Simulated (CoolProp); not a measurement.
Values from CoolProp's reference Helmholtz-energy equation of state, Thol 2015.

### Question
For 1,2-dichloroethane, give the phase and the cp (kJ/(kg K)), cv (kJ/(kg K)), isothermal compressibility (1/MPa), expansivity (1/kK) at 500 K and 3270 kPa; 500 K and 4570 kPa; 500 K and 6530 kPa.

### Answer
- 500 K and 3270 kPa: liquid; cp 1.70, cv 1.06, isothermal compressibility 0.00953, expansivity 3.27
- 500 K and 4570 kPa: liquid; cp 1.66, cv 1.05, isothermal compressibility 0.00834, expansivity 3.00
- 500 K and 6530 kPa: liquid; cp 1.62, cv 1.05, isothermal compressibility 0.00707, expansivity 2.70
